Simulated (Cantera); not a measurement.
Feed: 1 mol Fe₂O₃, 11 mol HCl, 3.4 mol O₂, equilibrated at 0.370 bar.

Equilibrium computed with Cantera from the NASA thermochemical tables; the gas is ideal and each condensed phase is pure. Candidate condensed phases: Fe, FeCl₂, FeCl₃, FeO, Fe(OH)₂, Fe(OH)₃, Fe₂O₃, Fe₃O₄, H₂O; 22 gas species. Condensed phases not in the tables: FeOCl. Equilibrium is a limit: real reactors are often held back by kinetics, nucleation or transport.

Task: What share of the Fe ends up in condensed phases as a function of T (K), at 600, 700, 800, 900, 1000, 1100, 1200, 1300, 1400, 1500, 1600, 1700, 1800, 1900?

Result: 
| T (K) | Fe condensed (%) | as |
|---|---|---|
| 600 | 100.0 | Fe₂O₃(s) |
| 700 | 100.0 | Fe₂O₃(s) |
| 800 | 100.0 | Fe₂O₃(s) |
| 900 | 99.9 | Fe₂O₃(s) |
| 1000 | 99.3 | Fe₂O₃(s) |
| 1100 | 97.7 | Fe₂O₃(s) |
| 1200 | 93.9 | Fe₂O₃(s) |
| 1300 | 86.3 | Fe₂O₃(s) |
| 1400 | 72.8 | Fe₂O₃(s) |
| 1500 | 53.2 | Fe₂O₃(s) |
| 1600 | 29.4 | Fe₂O₃(s) |
| 1700 | 9.0 | Fe₃O₄(s) |
| 1800 | 0.0 | - |
| 1900 | 0.0 | - |
